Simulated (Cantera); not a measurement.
Input: 1 mol Al, 1.7 mol H2O, 3.5 mol H2, held at 1252 °C and 3.90 bar.

Cantera equilibrium calculation (NASA polynomials, part measured and part estimated; ideal gas, pure solids and liquids). Candidate condensed phases: Al, Al2O3, H2O; 19 gas species. Gases not in the tables: Al(OH)3. The numbers say what is thermodynamically allowed, not how fast it happens.

Base state: H2 0.962, H2O 0.0385, H 1.17e-5 (mole fractions); condensed: Al2O3(s).

Q: What changes in the equilibrium state with this change: Al replaced by TiO2?

A: 
```
species             before    after
-----------------  -------  -------
H2                   0.962    0.673
H2O                 0.0385    0.327
H                  1.17e-5  9.83e-6
Al2O3(s), mol        0.500        0
TiO2(rutile), mol        0     1.00
```
Gases not in the tables: TiO(OH)2. Further candidate phases: Ti, TiO, TiO2, Ti2O3, Ti3O5, Ti4O7.
